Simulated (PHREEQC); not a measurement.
Synthetic water in mg/kgw, 25 °C, pH 3.94, pe 12.6: Na 153; K 69.7; Ca 721; Mg 23; Cl 277; S(6) as SO4 1880; Zn 61.2; Br 2.82; Cd 2.38; O(0) (dissolved oxygen) 8.26.

Cl is adjusted to close the charge balance.
Valence states are taken as typed.

Model: ion-association model, wateq4f.dat, run in PHREEQC.

Problem. The ionic strength comes out as 0.0608 mol/kgw. What activity coefficients do Br-, Mg+2, CdCl+, Zn+2, NaSO4- get?

Solution. Br- 0.81, Mg+2 0.46, CdCl+ 0.81, Zn+2 0.46, NaSO4- 0.82.

Precipitation was switched off in this run. Saturation is exceeded, for instance for Gypsum; the values hold only as long as no solid forms.
